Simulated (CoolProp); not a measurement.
A closed Brayton cycle with carbon dioxide: compressor inlet 331.15 K and 8.7 MPa, high pressure 26.1 MPa, turbine inlet 955 K, compressor efficiency 0.8, turbine efficiency 0.85, recuperator effectiveness 0.9 (on enthalpy, no pinch check). Each further row changes one setting.

The numbers come from the reference Helmholtz-energy equation of state, Span 1996 in CoolProp.

| case | thermal efficiency (%) | net work (kJ/kg) | compressor to turbine work | compressor exit (K) | turbine exit (K) |
|---|---|---|---|---|---|
| as stated | 33.6 | 94.3 | 0.41 | 427.7 | 819.2 |
| turbine inlet 905 K | 32.0 | 85.2 | 0.43 | 427.7 | 773.7 |
| compressor inlet 341.15 K | 32.2 | 87.2 | 0.45 | 444.4 | 819.2 |
| high pressure 22.2 MPa | 32.7 | 83.9 | 0.39 | 412.9 | 838.5 |
| recuperator effectiveness 0.5 | 20.4 | 94.3 | 0.41 | 427.7 | 819.2 |
